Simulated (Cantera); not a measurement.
What does this Cantera script print?

```python
import numpy as np
import cantera as ct

gas_names = """
    F2 HF O
""".split()
cond_names = """
    BaO2H2(s) BaO2H2(L) BaF2(a) BaF2(b,c) BaF2(L)
""".split()


def load(file, names, dense=False):
    # The tables refer to 1 bar. Condensed volumes are neglected.
    table = {s.name: s for s in ct.Species.list_from_file(file)}
    out = []
    for n in names:
        d = dict(table[n].input_data)
        d["thermo"] = dict(d["thermo"], **{"reference-pressure": 1e5})
        if dense:
            d["equation-of-state"] = {"model": "constant-volume", "density": "1e6 g/cm^3"}
        out.append(ct.Species.from_dict(d))
    return out


species = {s.name: s for s in load("nasa_gas.yaml", gas_names) + load("nasa_condensed.yaml", cond_names)}
# Each term lists the table entries of one substance; the one whose range holds T is used.
reactions = {
    '2 F2(g) + Ba(OH)2 = 2 HF(g) + 2 O(g) + BaF2':
        [(-2, ['F2']), (-1, ['BaO2H2(s)', 'BaO2H2(L)']), (2, ['HF']), (2, ['O']), (1, ['BaF2(a)', 'BaF2(b,c)', 'BaF2(L)'])],
}


def pick(names, T):
    return next(species[n] for n in names if species[n].thermo.min_temp <= T <= species[n].thermo.max_temp)


results = []
for label, terms in reactions.items():
    print(label)
    print("     T/K   dH/kJ  dS/(J/K)   dG/kJ   log10 K")
    for T in [300, 1123, 1148, 1173, 1198, 1223, 1248, 1273]:
        used = [(nu, pick(names, T)) for nu, names in terms]
        dH = sum(nu * s.thermo.h(T) for nu, s in used) / 1e6
        dS = sum(nu * s.thermo.s(T) for nu, s in used) / 1e3
        dG = dH - T * dS / 1e3
        logK = -dG * 1e6 / (ct.gas_constant * T * np.log(10))
        results.append((label, T, dH, dS, dG, logK, [s.name for _, s in used]))
        print(f"{T:8g} {dH:8.1f} {dS:8.1f} {dG:8.1f} {logK:8.2f}")
```

Output:

```
2 F2(g) + Ba(OH)2 = 2 HF(g) + 2 O(g) + BaF2
     T/K   dH/kJ  dS/(J/K)   dG/kJ   log10 K
     300   -309.0    253.3   -385.0    67.02
    1123   -336.8    214.9   -578.1    26.89
    1148   -336.6    215.0   -583.5    26.55
    1173   -336.4    215.2   -588.9    26.22
    1198   -336.1    215.5   -594.3    25.91
    1223   -335.7    215.8   -599.7    25.61
    1248   -335.3    216.2   -605.1    25.32
    1273   -334.8    216.5   -610.5    25.05
```

Standard-state values (1 bar) from the NASA 1993 polynomials, evaluated with Cantera. Condensed species are held in their standard states even where they would react or evaporate.
